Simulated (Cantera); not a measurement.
Thermodynamics of fluorocarbon and chlorocarbon gases, feed CH₂F₂

Feed: 1 mol CH₂F₂, equilibrated at 1202 °C and 0.250 bar.

Method: chemical equilibrium by Gibbs-energy minimisation in Cantera with the NASA 1993 tables (ideal gas, pure condensed phases). Candidate condensed phases: C, C₆H₆, C₇H₈, C₈H₁₈; 95 gas species. Kinetics and transport are ignored.

```json
{
  "x(HF)": "1.000",
  "x(H₂)": "1.13e-5",
  "x(CF₄)": "5.55e-6",
  "x(H₂F₂)": "3.33e-6",
  "n(C(graphite))": "1.000 mol",
  "gas_amount": "2.000 mol"
}
```
